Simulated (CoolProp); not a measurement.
Vapour-liquid equilibrium of ethane (1) + propane (2) at 10.5 bar; x and y are mole fractions of (1).

Values from CoolProp's multi-fluid Helmholtz-energy mixture model, Bücker 2006 and Lemmon 2009; pair parameters Kunz 2012.

```json
[
 {"x": "0.05", "bubble temperature (°C)": "24.0", "y at the bubble point": "0.137", "dew temperature at overall composition x (°C)": "27.1", "liquid density (mol/L)": "11.27"},
 {"x": "0.2", "bubble temperature (°C)": "11.0", "y at the bubble point": "0.449", "dew temperature at overall composition x (°C)": "21.6", "liquid density (mol/L)": "11.98"},
 {"x": "0.35", "bubble temperature (°C)": "0.3", "y at the bubble point": "0.654", "dew temperature at overall composition x (°C)": "15.5", "liquid density (mol/L)": "12.65"},
 {"x": "0.5", "bubble temperature (°C)": "-8.7", "y at the bubble point": "0.790", "dew temperature at overall composition x (°C)": "8.6", "liquid density (mol/L)": "13.30"},
 {"x": "0.65", "bubble temperature (°C)": "-16.4", "y at the bubble point": "0.883", "dew temperature at overall composition x (°C)": "0.5", "liquid density (mol/L)": "13.93"},
 {"x": "0.8", "bubble temperature (°C)": "-23.1", "y at the bubble point": "0.946", "dew temperature at overall composition x (°C)": "-9.4", "liquid density (mol/L)": "14.54"},
 {"x": "0.95", "bubble temperature (°C)": "-28.7", "y at the bubble point": "0.989", "dew temperature at overall composition x (°C)": "-23.5", "liquid density (mol/L)": "15.13"}
]
```

No azeotrope shows between x = 0.05 and 0.95.

The pair parameters rest on a limited set of measurements; away from them the model extrapolates.
